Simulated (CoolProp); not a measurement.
Vapour-liquid equilibrium of R152A (1) + n-butane (2) at 0.154 MPa; x and y are mole fractions of (1).

The numbers come from the multi-fluid Helmholtz-energy mixture model, Outcalt 1996 and Bücker 2006; pair parameters Bell 2016 in CoolProp.

| x | bubble temperature, mixture model (K) | bubble temperature, Raoult's law (K) | y, mixture model | y, Raoult's law |
|---|---|---|---|---|
| 0.05 | 274.1 | 282.1 | 0.324 | 0.117 |
| 0.15 | ? | 278.4 | 0.564 | 0.309 |
| 0.25 | ? | 275.1 | 0.646 | 0.459 |
| 0.35 | 259.2 | 272.2 | ? | 0.580 |
| 0.45 | ? | 269.6 | 0.705 | 0.678 |
| 0.55 | ? | 267.3 | 0.723 | 0.760 |
| 0.65 | 257.5 | 265.2 | 0.743 | 0.828 |
| 0.75 | 257.3 | 263.2 | ? | 0.887 |
| 0.85 | 257.3 | 261.4 | 0.825 | 0.937 |
| 0.95 | 258.1 | 259.8 | 0.920 | 0.980 |

Task: Some entries are withheld; supply them.

Result: 
- 0.15, bubble temperature, mixture model (K): 264.5
- 0.25, bubble temperature, mixture model (K): 260.8
- 0.35, y, mixture model: 0.683
- 0.45, bubble temperature, mixture model (K): 258.4
- 0.55, bubble temperature, mixture model (K): 257.9
- 0.75, y, mixture model: 0.774

The largest gap from Raoult's law is -14.3 K in bubble temperature, at x = 0.25. y crosses x between x = 0.75 and 0.85: the model has an azeotrope there.

The pair parameters rest on a limited set of measurements; away from them the model extrapolates. With so large a gap from Raoult's law the liquid may split in two, which this calculation doesn't test in full.
